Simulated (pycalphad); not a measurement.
# Phase fractions of Sn-28.3Si (at.%)

CALPHAD calculation (pycalphad, COST 507 light-alloy database (1999)), 1 atm. The database dates from 1999; later assessments differ in places, in temperatures and in the compounds included. Amounts are mole fractions of atoms.

| T (K) | liquid | diamond (Si) |
|---|---|---|
| 1590 | 1.000 | - |
| 1510 | 0.872 | 0.128 |
| 1430 | 0.791 | 0.209 |
| 1350 | 0.757 | 0.243 |
| 1270 | 0.739 | 0.261 |
| 1190 | 0.729 | 0.271 |
| 1110 | 0.724 | 0.276 |
| 1030 | 0.720 | 0.280 |
| 950 | 0.719 | 0.281 |
| 870 | 0.718 | 0.282 |
| 790 | 0.717 | 0.283 |
| 710 | 0.717 | 0.283 |
| 630 | 0.717 | 0.283 |
| 550 | 0.717 | 0.283 |
